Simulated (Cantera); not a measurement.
Input: 1 mol borazine, a varied amount of H2O, at 100000 Pa.

These are equilibrium values from Cantera (NASA tables, ideal gas, pure condensed phases), not measurements of a reactor. Candidate condensed phases: B, BN, B2O3, B3O3H3, H2O; 39 gas species. The feed counts by its element totals alone. Mutual solubility and eutectic melting of coexisting phases are not modelled. The numbers say what is thermodynamically allowed, not how fast it happens.

Stable condensed phases, one row left out:

```
T in K \ n(H2O) in mol
         0.72  2.8    5  7.1  9.2   11   13   16   18   20
   2048     A    A    B    C    C    C    C    C    C    C
   2023     A    D    B    C    C    C    C    C    C    C
   1998     A    D    B    C    C    C    C    C    C    C
   1973     A    D    B    C    C    C    C    C    C    C
   1948     D    D    B    B    C    C    C    C    C    C
   1923     D    D    B    B    C    C    C    C    C    C
   1873     D    D    B    B    B    C    C    C    C    C
   1848     D    D    B    B    B    B    C    C    C    C
```

A: BN; B: B2O3; C: gas only; D: BN + B2O3.

Q: Give the row for 1898 K.

A: 0.72: BN + B2O3; 2.8: BN + B2O3; 5: B2O3; 7.1: B2O3; 9.2: gas only; 11: gas only; 13: gas only; 16: gas only; 18: gas only; 20: gas only.
